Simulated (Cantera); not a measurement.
Input (Python, Cantera) and output of one run.

```python
import numpy as np
import cantera as ct

gas_names = """
    C CH CH2 CH3 CH2OH CH3O CH4 CH3OH CO CO2 COOH C2 C2H CHCO,ketyl C2H2,acetylene C2H2,vinylidene
    CH2CO,ketene C2H3,vinyl CH3CO,acetyl C2H4 C2H4O,ethylen CH3CHO,ethanal CH3COOH (HCOOH)2 C2H5 C2H6
    CH3OCH3 C2H5OH C2O C3 C3H3,propargyl C3H4,allene C3H4,propyne C3H4,cyclo- C3H5,allyl C3H6,propylene
    C3H6,cyclo- C3H6O C3H7,n-propyl C3H7,i-propyl C3H8 C3H8O,1propanol C3H8O,2propanol C3O2 C4 C4H2
    C4H4,1,3-cyclo- C4H6,butadiene C4H6,2-butyne C4H6,cyclo- C4H8,1-butene C4H8,cis2-buten
    C4H8,tr2-butene C4H8,isobutene C4H8,cyclo- (CH3COOH)2 C4H9,n-butyl C4H9,i-butyl C4H9,s-butyl
    C4H9,t-butyl C4H10,isobutane C4H10,n-butane C5 C5H6,1,3cyclo- C5H8,cyclo- C5H10,1-pentene
    C5H10,cyclo- C5H11,pentyl C5H11,t-pentyl C5H12,n-pentane C5H12,i-pentane CH3C(CH3)2CH3 C6H2
    C6H5,phenyl C6H5O,phenoxy C6H6 C6H5OH,phenol C6H10,cyclo- C6H12,1-hexene C6H12,cyclo- C6H13,n-hexyl
    C7H7,benzyl C7H8 C7H8O,cresol C7H14,1-heptene C7H15,n-heptyl C7H16,n-heptane C8H8,styrene
    C8H10,ethylbenz C8H16,1-octene C8H17,n-octyl C8H18,isooctane C8H18,n-octane C9H19,n-nonyl
    C10H8,naphthale C10H21,n-decyl C12H9,o-bipheny C12H10,bipheny Fe FeC5O5 FeO Fe(OH)2 H HCO HO2 H2
    HCHO,formaldehy HCOOH H2O H2O2 O OH O2 O3
""".split()
cond_names = """
    C(gr) C6H6(L) C7H8(L) C8H18(L),n-octa Fe(a) Fe(c) Fe(d) Fe(L) FeC5O5(L) FeO(s) FeO(L) Fe(OH)2(s)
    Fe(OH)3(s) Fe2O3(s) Fe3O4(s) H2O(s) H2O(L)
""".split()


def load(file, names, dense=False):
    # The tables refer to 1 bar. Condensed volumes are neglected.
    table = {s.name: s for s in ct.Species.list_from_file(file)}
    out = []
    for n in names:
        d = dict(table[n].input_data)
        d["thermo"] = dict(d["thermo"], **{"reference-pressure": 1e5})
        if dense:
            d["equation-of-state"] = {"model": "constant-volume", "density": "1e6 g/cm^3"}
        out.append(ct.Species.from_dict(d))
    return out


gas = ct.Solution(thermo="ideal-gas", species=load("nasa_gas.yaml", gas_names))
cond = {s.name: ct.Solution(thermo="fixed-stoichiometry", species=[s], name=s.name)
        for s in load("nasa_condensed.yaml", cond_names, dense=True)}
atoms = {
    'Fe3O4': {'Fe': 3, 'O': 4},
    'C': {'C': 1},
    'H2': {'H': 2},
    'CH4': {'C': 1, 'H': 4},
}
top_T = {'C(gr)': 4500, 'Fe2O3(s)': 1830, 'Fe3O4(s)': 1870}  # K; cautious upper limits of use, not melting points


def equilibrate(T, P, feed):
    n = {}
    for name, mol in feed.items():
        for a, k in atoms[name].items():
            n[a] = n.get(a, 0.0) + k * mol
    gas.TPX = T, P, n
    mass = sum(n.values()) * gas.mean_molecular_weight
    gas.equilibrate("TP")
    valid = [c for c in cond.values() if c.min_temp <= T <= top_T.get(c.name, c.max_temp)]
    mix = ct.Mixture([(gas, mass / gas.mean_molecular_weight)] + [(c, 0.0) for c in valid])
    mix.T, mix.P = T, P
    mix.equilibrate("TP", solver="vcs", rtol=1e-11, max_steps=5000)
    return mix


results = []
feed = {'Fe3O4': 1, 'C': 7.1, 'H2': 0.16, 'CH4': 0.44}  # mol
P = 7200  # Pa
for T in [1425, 1500, 1575, 1650, 1725, 1800, 1875, 1950]:
    mix = equilibrate(T, P, feed)
    results.append((T, P, feed, dict(zip(mix.species_names, mix.species_moles))))
    x = sorted(zip(gas.X, gas.species_names), reverse=True)
    print(f"T = {T:g} K  P = {P:g} Pa  gas = {mix.phase_moles(0):.4g} mol")
    print("   x: " + "  ".join(f"{s} {v:.3e}" for v, s in x if v > 0.0001))
    print("   condensed (mol): " + ("  ".join(f"{mix.phase(i).name} {mix.phase_moles(i):.4g}"
          for i in range(1, mix.n_phases) if mix.phase_moles(i) > 1e-12) or "none"))
```

Output:

```
T = 1425 K  P = 7200 Pa  gas = 5.039 mol
   x: CO 7.936e-01  H2 2.063e-01
   condensed (mol): C(gr) 3.54  Fe(c) 3
T = 1500 K  P = 7200 Pa  gas = 5.04 mol
   x: CO 7.936e-01  H2 2.063e-01
   condensed (mol): C(gr) 3.54  Fe(c) 3
T = 1575 K  P = 7200 Pa  gas = 5.04 mol
   x: CO 7.936e-01  H2 2.063e-01
   condensed (mol): C(gr) 3.54  Fe(c) 3
T = 1650 K  P = 7200 Pa  gas = 5.04 mol
   x: CO 7.936e-01  H2 2.062e-01  H 1.537e-04
   condensed (mol): C(gr) 3.54  Fe(c) 3
T = 1725 K  P = 7200 Pa  gas = 5.041 mol
   x: CO 7.934e-01  H2 2.061e-01  H 3.142e-04  Fe 1.308e-04
   condensed (mol): C(gr) 3.54  Fe(d) 2.999
T = 1800 K  P = 7200 Pa  gas = 5.044 mol
   x: CO 7.931e-01  H2 2.059e-01  H 6.054e-04  Fe 4.093e-04
   condensed (mol): C(gr) 3.54  Fe(d) 2.998
T = 1875 K  P = 7200 Pa  gas = 5.048 mol
   x: CO 7.923e-01  H2 2.054e-01  Fe 1.127e-03  H 1.107e-03
   condensed (mol): C(gr) 3.539  Fe(L) 2.994
T = 1950 K  P = 7200 Pa  gas = 5.059 mol
   x: CO 7.906e-01  H2 2.045e-01  Fe 2.845e-03  H 1.932e-03  C2H2,acetylene 1.118e-04
   condensed (mol): C(gr) 3.539  Fe(L) 2.986
```

Cantera equilibrium calculation (NASA polynomials, part measured and part estimated; ideal gas, pure solids and liquids). Iron dissolves carbon and melts from about 1420 K in contact with it, which pure phases cannot show. Condensed phases not in the tables: cementite and carbon dissolved in iron.
